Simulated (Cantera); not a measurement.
**Equilibrium for iron carbonyl, mercury and lead vapours: PbO + CO + N₂**

A closed system holds: 1 mol PbO, 3.2 mol CO, a varied amount of N₂, at 1.00 bar.

Method: chemical equilibrium by Gibbs-energy minimisation in Cantera with the NASA 1993 tables (ideal gas, pure condensed phases). Candidate condensed phases: C, Pb, PbO, PbO₂, Pb₃O₄; 27 gas species. Equilibrium is a limit: real reactors are often held back by kinetics, nucleation or transport.

Stable condensed phases:

```
T in K \ n(N₂) in mol
         0.17 0.31 0.55 0.98  1.7  3.1  5.5  9.8   18   31   56   99
   1623     A    A    A    A    A    A    A    B    B    B    B    B
   1548     A    A    A    A    A    A    A    A    A    B    B    B
   1473     A    A    A    A    A    A    A    A    A    A    B    B
   1398     A    A    A    A    A    A    A    A    A    A    A    A
   1323     A    A    A    A    A    A    A    A    A    A    A    A
   1248     A    A    A    A    A    A    A    A    A    A    A    A
   1173     A    A    A    A    A    A    A    A    A    A    A    A
   1098     A    A    A    A    A    A    A    A    A    A    A    A
   1023     A    A    A    A    A    A    A    A    A    A    A    A
    948     C    C    C    C    C    C    A    A    A    A    A    A
    873     C    C    C    C    C    C    C    C    C    C    A    A
```

A: Pb; B: gas only; C: C + Pb.
